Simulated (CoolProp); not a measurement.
Vapour pressure (kPa) of R22: the reference equation beside estimates from Tc = 96.1 °C, pc = 4990 kPa, ω = 0.221. Clausius-Clapeyron is anchored at 21.95 °C with a constant enthalpy of vaporisation of 16.06 kJ/mol.

Model: reference Helmholtz-energy equation of state, Kamei 1995, in CoolProp.

```csv
T (°C),reference,Lee-Kesler,Clausius-Clapeyron,Redlich-Kwong,Soave-Redlich-Kwong,Peng-Robinson
7.05,622.5,624.8,678.3,831.7,625.8,619.5
10.05,682.0,684.6,729.6,901.2,686.1,678.8
13.05,745.6,748.6,783.7,974.8,750.7,742.3
16.05,813.6,816.8,840.5,1052,819.6,810.2
18.95,883.6,887.0,898.2,1131,890.7,880.1
21.95,960.6,964.2,960.6,1217,969.0,957.2
24.95,1043,1046,1026,1308,1052,1039
27.85,1126,1130,1092,1399,1138,1123
30.85,1218,1222,1164,1499,1231,1216
33.85,1316,1319,1238,1603,1330,1313
```

Absolute difference from the reference over all 10 rows, mean and median: Lee-Kesler 0.4 and 0.4 %, Clausius-Clapeyron 4.1 and 3.9 %, Redlich-Kwong 27.5 and 27.3 %, Soave-Redlich-Kwong 0.8 and 0.8 %, Peng-Robinson 0.4 and 0.4 %.
